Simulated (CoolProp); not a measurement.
A single-stage vapour-compression cycle with the fluid: evaporating at 298.15 K (dew point), condensing at 364.15 K (bubble point), superheat 10 K, subcooling 5 K, compressor efficiency 0.75, no pressure losses. The same conditions are run with several fluids, on thermodynamics alone (safety and materials aside).

The numbers come from the reference Helmholtz-energy equation of state of each fluid (ammonia: Gao 2020; isohexane: Lemmon 2006; c-C4F8 (RC318): Platzer 1990; cyclopentane: Gedanitz 2015; n-hexane: Thol 2019; neopentane: Lemmon 2006) in CoolProp. The equations of Platzer and Polt are older, rougher fits.

**Question.** Rank ammonia, isohexane, c-C4F8 (RC318), cyclopentane, n-hexane, neopentane by cooling COP, highest first.

**Answer.** cyclopentane (2.80), n-hexane (2.58), isohexane (2.53), ammonia (2.47), neopentane (2.26), c-C4F8 (RC318) (1.63)

```
fluid           pressure ratio  discharge temperature (K)  refrigerating effect (kJ/kg)  volumetric capacity (kJ/m³)
--------------  --------------  -------------------------  ----------------------------  ---------------------------
ammonia                   5.21                      477.4                           880                         6520
isohexane                 8.70                      364.1                           218                          211
c-C4F8 (RC318)            5.45                      364.1                          38.8                         1040
cyclopentane              7.91                      387.8                           299                          352
n-hexane                  9.63                      364.2                           236                          162
neopentane                5.44                      364.1                           168                          858
```

The compression ends wet for: isohexane; c-C4F8 (RC318); n-hexane; neopentane.
